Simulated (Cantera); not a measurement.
An isothermal, constant-pressure homogeneous reactor starts with C2H4 : H2 = 1 : 32 (molar parts), at 1573 K and 0.0602 atm.

Detailed kinetics in Cantera: GRI-Mech 3.0 (53 species, 325 reactions). GRI-Mech 3.0 was tuned for natural gas; its chemistry of ethylene as a main component is partial and can be far from experiment. GRI-Mech 3.0 stops at C3 and has no aromatics, soot or wall deposition, so with more carbon than oxygen in the feed, carbon stays in small species such as C2H2 where larger ones or solid carbon would form.

x: mole fraction; the columns are a selection and need not sum to one.

| t (s) | x C2H4 | x H2 | x H | x CH4 | x CH2 | x CH3 | x C2H |
|---|---|---|---|---|---|---|---|
| 0.000400 | 0.0302 | 0.970 | 2.75e-7 | 1.06e-9 | 2.52e-12 | 8.86e-11 | <1e-12 |
| 0.00106 | 0.0300 | 0.970 | 7.39e-7 | 1.08e-8 | 6.93e-12 | 3.51e-10 | <1e-12 |
| 0.00282 | 0.0294 | 0.970 | 2.04e-6 | 1.17e-7 | 1.90e-11 | ? | 5.53e-12 |
| 0.00750 | 0.0277 | 0.970 | 6.11e-6 | 1.23e-6 | 5.38e-11 | ? | 4.61e-11 |
| 0.0199 | 0.0225 | 0.970 | 1.87e-5 | 1.07e-5 | 1.35e-10 | ? | 4.20e-10 |
| 0.0529 | 0.0101 | 0.970 | 3.68e-5 | 4.87e-5 | 1.20e-10 | ? | 2.15e-9 |
| 0.141 | 0.000638 | 0.970 | 7.76e-5 | 8.55e-5 | 2.59e-11 | ? | 6.65e-9 |
| 0.373 | 0.000242 | 0.970 | 0.000160 | 0.000107 | 6.57e-11 | ? | 1.39e-8 |
| 0.992 | 0.000241 | 0.970 | 0.000167 | 0.000177 | 1.09e-10 | ? | 1.45e-8 |
| 2.64 | 0.000240 | 0.970 | 0.000167 | 0.000364 | 2.10e-10 | ? | 1.44e-8 |
| 7.00 | 0.000239 | 0.970 | 0.000166 | 0.000845 | 4.67e-10 | ? | 1.43e-8 |

**Question.** Some entries are withheld; supply them.

**Answer.** 
- 0.00282, x CH3: 1.46e-9
- 0.00750, x CH3: 5.64e-9
- 0.0199, x CH3: 1.97e-8
- 0.0529, x CH3: 5.15e-8
- 0.141, x CH3: 1.41e-7
- 0.373, x CH3: 3.59e-7
- 0.992, x CH3: 6.20e-7
- 2.64, x CH3: 1.27e-6
- 7.00, x CH3: 2.94e-6
